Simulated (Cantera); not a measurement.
Feed: 1 mol toluene, 0.01 mol O₂, 13 mol H₂, 0.6 mol H₂O, equilibrated at 1100 K and 0.000750 bar.

Method: chemical equilibrium by Gibbs-energy minimisation in Cantera with the NASA 1993 tables (ideal gas, pure condensed phases). Candidate condensed phases: C, C₆H₆, C₇H₈, C₈H₁₈, H₂O; 110 gas species. Rates play no part.

Base state: H₂ 0.966, CO 0.0340, CH₄ 2.51e-5 (mole fractions); condensed: C(graphite).

Question: What changes in the equilibrium state with this change: H₂O from 0.6 to 0.069 mol?

Answer: 
| species | before | after |
|---|---|---|
| H₂ | 0.966 | 0.995 |
| CO | 0.0340 | 0.00519 |
| CH₄ | 2.51e-5 | 2.66e-5 |
| C(graphite), mol | 6.38 | 6.91 |
